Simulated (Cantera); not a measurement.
## Thermodynamics of silicon oxide and oxynitride deposition, feed Si2H6 + CO2 + H2

Input: 1 mol Si2H6, 1.8 mol CO2, 1.7 mol H2, at 100000 Pa.

Method: chemical equilibrium by Gibbs-energy minimisation in Cantera with the NASA 1993 tables (ideal gas, pure condensed phases). Candidate condensed phases: C, C6H6, C7H8, C8H18, H2O, Si, SiC, SiO2; 123 gas species. The feed counts by its element totals alone. Mutual solubility and eutectic melting of coexisting phases are not modelled. The tables hold silica as quartz up to 1696 K and as liquid above; real silica turns to tridymite and cristobalite and melts near 1996 K. Gases not in the tables: Si2H6 and higher silanes. The numbers say what is thermodynamically allowed, not how fast it happens.

```csv
T (K),x H2,x CH4,x SiO,x CO,x H,x H2O,x Si,x SiH2,n SiC(s),n SiO2(α-quartz),n C(graphite),n SiO2(β-quartz),n SiO2(condensed)
500,0.484,0.516,<1e-12,<1e-12,<1e-12,<1e-12,<1e-12,<1e-12,0.200,1.80,0,0,0
700,0.484,0.516,<1e-12,<1e-12,<1e-12,1.86e-12,<1e-12,<1e-12,0.200,1.80,0,0,0
900,0.800,0.200,<1e-12,2.13e-9,1.05e-10,4.14e-9,<1e-12,<1e-12,0.200,0,0.817,1.80,0
1100,0.966,0.0335,6.78e-10,3.45e-6,2.54e-8,2.99e-7,<1e-12,1.10e-12,0.200,0,1.45,1.80,0
1300,0.992,0.00773,4.14e-7,0.000557,1.10e-6,5.04e-6,<1e-12,2.24e-10,0.201,0,1.56,1.80,0
1500,0.975,0.00244,4.42e-5,0.0226,1.74e-5,3.78e-5,7.67e-11,1.06e-8,0.254,0,1.43,1.75,0
1700,0.812,0.000452,0.00194,0.185,0.000133,0.000116,1.61e-8,2.73e-7,0.729,0,0,0,1.26
1900,0.748,4.72e-5,0.0614,0.190,0.000686,0.000169,3.12e-6,1.08e-5,0.605,0,0,0,1.01
2100,0.564,1.07e-5,0.228,0.205,0.00234,9.09e-5,0.000102,7.87e-5,0.0993,0,0,0,0
```
x: gas mole fraction; n: condensed amount in mol.

From 500 K to 700 K the condensed part is SiC(s) + SiO2(α-quartz). From 900 K to 1500 K the condensed part is C(graphite) + SiC(s) + SiO2(β-quartz). From 1700 K to 1900 K the condensed part is SiC(s) + SiO2(condensed). At 2100 K the condensed part is SiC(s).
